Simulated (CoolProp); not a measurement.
Properties of nitrous oxide along the isotherm 187.3 K.

The numbers come from the reference Helmholtz-energy equation of state, Lemmon 2006 in CoolProp. It is a short technical equation, of lower accuracy than the large ones.

```tsv
p (MPa)	phase	density (kg/m³)	cp (kJ/(kg K))	Joule-Thomson coefficient (K/MPa)	isothermal compressibility (1/MPa)
0.0344	gas	0.9801	0.7595	36.70	29.31
0.0782	gas	2.252	0.7841	…	13.05
0.178	liquid	1223	1.721	-0.2589	0.001180
0.405	liquid	1223	1.720	…	0.001177
0.922	liquid	1224	1.719	…	0.001170
2.1	liquid	…	…	-0.2623	0.001153
```

### Question
Fill in the missing entries.

### Answer

- 0.0782, Joule-Thomson coefficient (K/MPa): 39.25
- 0.405, Joule-Thomson coefficient (K/MPa): -0.2594
- 0.922, Joule-Thomson coefficient (K/MPa): -0.2603
- 2.1, density (kg/m³): 1226
- 2.1, cp (kJ/(kg K)): 1.715
